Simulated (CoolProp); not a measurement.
A simple Rankine cycle with R1132(E): condensing at 295.15 K, boiler at 3.6 MPa, turbine inlet 371.3 K, turbine efficiency 0.85, pump efficiency 0.8, no recuperator. Each further row changes one setting.

Values from CoolProp's reference Helmholtz-energy equation of state, Akasaka 2024.

| case | thermal efficiency (%) | net work (kJ/kg) | heat in (kJ/kg) | turbine exit temperature (K) | volume ratio over the turbine |
|---|---|---|---|---|---|
| as stated | 8.4 | 23.8 | 283 | 327.2 | 2.29 |
| turbine inlet 391.3 K | 8.6 | 26.7 | 310 | 348.3 | 2.26 |
| condensing temperature 287.15 K | 10.1 | 30.0 | 297 | 317.4 | 2.81 |
| boiler pressure 2.52 MPa | 5.3 | 15.7 | 298 | 347.2 | 1.60 |
| turbine efficiency 0.75 | 7.3 | 20.7 | 283 | 329.9 | 2.32 |
